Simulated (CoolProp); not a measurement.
A single-stage vapour-compression cycle with the fluid: evaporating at 258.15 K (dew point), condensing at 280.15 K (bubble point), superheat 10 K, subcooling 8 K, compressor efficiency 0.75, no pressure losses. The same conditions are run with several fluids, on thermodynamics alone (safety and materials aside).

Model: reference Helmholtz-energy equation of state of each fluid (n-perfluoropentane: Gao 2022; R125: Lemmon 2005; isobutene: Lemmon 2005; R13: Platzer 1990; R142b: Lemmon 2006; R123: Younglove 1994), in CoolProp. The equations of Platzer and Polt are older, rougher fits.

| fluid | cooling COP | pressure ratio | discharge temperature (K) | refrigerating effect (kJ/kg) | volumetric capacity (kJ/m³) |
|---|---|---|---|---|---|
| n-perfluoropentane | 8.65 | ___ | 283.3 | ___ | 177 |
| R125 | 8.31 | 2.05 | 295.2 | 135 | 3260 |
| isobutene | 8.56 | 2.32 | 299.4 | 383 | 728 |
| R13 | 7.45 | 1.78 | ___ | ___ | 7590 |
| R142b | 8.53 | 2.35 | 301.8 | 217 | 801 |
| R123 | ___ | 2.84 | ___ | ___ | 195 |

Complete the blanks.


- n-perfluoropentane, pressure ratio: 2.93
- n-perfluoropentane, refrigerating effect (kJ/kg): 96.3
- R13, discharge temperature (K): 299.8
- R13, refrigerating effect (kJ/kg): 97.9
- R123, cooling COP: 8.59
- R123, discharge temperature (K): 301.0
- R123, refrigerating effect (kJ/kg): 180
